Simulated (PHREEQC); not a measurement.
A made-up water analysis in mmol/kgw, 35 °C, pH 6.45, pe -1.5:

| constituent | mmol/kgw |
|---|---|
| Na | 32.7 |
| K | 5.33 |
| Ca | 23.7 |
| Mg | 10.1 |
| Cl | 106 |
| S(6) | 0.43 |
| Alkalinity (meq/kgw) | 0.353 |
| Sr | 1.29 |
| F | 0.0254 |
| Fe(2) | 0.886 |

Valence states are taken as typed.

Computed with PHREEQC (ion-association model, wateq4f.dat).

Question: The ionic strength comes out as 0.144 mol/kgw. What activity coefficients do K+, Mg+2, FeCl+, MgF+, MgHCO3+ get?

Answer: K+ 0.73, Mg+2 0.36, FeCl+ 0.76, MgF+ 0.75, MgHCO3+ 0.74.

This is a speciation only: nothing precipitates in the calculation. Fluoro complexes past AlF4- and FeF3 are missing from the database.
